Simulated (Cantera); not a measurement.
An adiabatic, constant-pressure homogeneous reactor starts with 7.72 % CH₄, 18.0 % O₂, 67.5 % N₂, 6.80 % CO₂, at 1625 K and 0.237 atm.

Model: GRI-Mech 3.0 (53 species, 325 reactions), integrated in Cantera.

One state of this run: T (K) = 2540; x CH₄ = <1e-12; x O₂ = 0.0441; x H = 0.00671; x C₂H = <1e-12; x O = 0.00838. x: mole fraction; the columns are a selection and need not sum to one.

Task: Which value of t (s) does it belong to?
(A) 0.00600
(B) 0.000500
(C) 0.00173
(D) 4.16e-5

Result: A, 0.00600
